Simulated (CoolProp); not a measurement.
Vapour-liquid equilibrium of CH2F2 (R32) (1) + R125 (2) at 0.0741 MPa; x and y are mole fractions of (1).

Values from CoolProp's multi-fluid Helmholtz-energy mixture model, Tillner-Roth 1997 and Lemmon 2005; pair parameters Lemmon 2004.

### Question
Give the bubble temperature and the first vapour's composition at x = 0.15, 0.35, 0.75. Is there an azeotrope?

### Answer
x = 0.15: 218.0 K, y = 0.187; x = 0.35: 217.0 K, y = 0.407; x = 0.75: 215.6 K, y = 0.770. y crosses x between x = 0.85 and 0.95: the model has an azeotrope there.

Pair parameters are fitted to limited data, so mixtures are less certain than the pure fluids.
